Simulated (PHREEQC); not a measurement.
A solution holds 0.0088 mol NaCl and 0.041 mol BaCl2 per kg of water, at 25 °C. It is in equilibrium with CO2 at log p = -3.5 (atm). Otherwise closed; pH follows from the charge balance.

Model: ion-association model, wateq4f.dat, run in PHREEQC.

This is a speciation only: nothing precipitates in the calculation.

**Question.** What pH does the model give?

**Answer.** pH 5.62.

**Question.** In which forms is C present?

**Answer.** CO2 78 %, HCO3- 19 %, BaHCO3+ 2.6 % of the C.
